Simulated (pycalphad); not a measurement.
All values are pycalphad results on the COST 507 light-alloy database (1999) (1 atm), not direct measurements. No gas phase is included, though pure Mg would boil below 1650 K. The database dates from 1999; later assessments differ in places, in temperatures and in the compounds included. The system is extrapolated from its subsystems; higher-order compounds may be missing. Kinetics are ignored, which matters at the lower temperatures.

Molar enthalpy of Al-0.45Si-0.38Mg-14.59Fe (at.%) in equilibrium (SER reference):

```json
[
 {"T (K)": "1650", "H (kJ/mol)": "41.77", "phases": "liquid"},
 {"T (K)": "1575", "H (kJ/mol)": "39.28", "phases": "liquid"},
 {"T (K)": "1500", "H (kJ/mol)": "36.81", "phases": "liquid"},
 {"T (K)": "1425", "H (kJ/mol)": "34.36", "phases": "liquid"},
 {"T (K)": "1400", "H (kJ/mol)": "33.54", "phases": "liquid"},
 {"T (K)": "1375", "H (kJ/mol)": "32.73", "phases": "liquid"},
 {"T (K)": "1350", "H (kJ/mol)": "29.40", "phases": "liquid + AL13FE4"},
 {"T (K)": "1275", "H (kJ/mol)": "21.10", "phases": "liquid + AL13FE4"},
 {"T (K)": "1200", "H (kJ/mol)": "16.34", "phases": "liquid + AL13FE4"},
 {"T (K)": "1125", "H (kJ/mol)": "12.66", "phases": "AL13FE4 + liquid"},
 {"T (K)": "1050", "H (kJ/mol)": "9.48", "phases": "AL13FE4 + liquid"},
 {"T (K)": "975", "H (kJ/mol)": "6.57", "phases": "AL13FE4 + liquid"},
 {"T (K)": "900", "H (kJ/mol)": "0.36", "phases": "AL13FE4 + fcc + liquid"},
 {"T (K)": "875", "H (kJ/mol)": "-1.27", "phases": "AL13FE4 + fcc + ALFESI_ALPHA"},
 {"T (K)": "850", "H (kJ/mol)": "-2.11", "phases": "AL13FE4 + fcc + ALFESI_ALPHA"},
 {"T (K)": "825", "H (kJ/mol)": "-2.93", "phases": "AL13FE4 + fcc + ALFESI_ALPHA"},
 {"T (K)": "750", "H (kJ/mol)": "-5.31", "phases": "AL13FE4 + fcc + ALFESI_ALPHA + MG2SI"},
 {"T (K)": "675", "H (kJ/mol)": "-7.64", "phases": "AL13FE4 + fcc + ALFESI_ALPHA + MG2SI"},
 {"T (K)": "600", "H (kJ/mol)": "-9.85", "phases": "AL13FE4 + fcc + ALFESI_ALPHA + MG2SI"},
 {"T (K)": "525", "H (kJ/mol)": "-11.96", "phases": "AL13FE4 + fcc + ALFESI_ALPHA + MG2SI"},
 {"T (K)": "450", "H (kJ/mol)": "-13.99", "phases": "AL13FE4 + fcc + ALFESI_ALPHA + MG2SI"},
 {"T (K)": "375", "H (kJ/mol)": "-15.95", "phases": "AL13FE4 + fcc + ALFESI_ALPHA + MG2SI"}
]
```

Cooling from 1375 K to 875 K, across the freezing range, releases 34.0 kJ/mol, or 1090 J/g. The slope is 33 J/(mol K) in the liquid and 34 J/(mol K) just below the solidus, where it includes any heat of precipitation. Liquidus 1365 K, solidus 890 K. Changes were sought between steps of 25 K, so a narrower field can be missed.

Database names, with the compositions (at.%) that they take in these runs: AL13FE4: Al 76 Fe 24; ALFESI_ALPHA: Al 73 Fe 19 Si 7; MG2SI: Mg 67 Si 33.
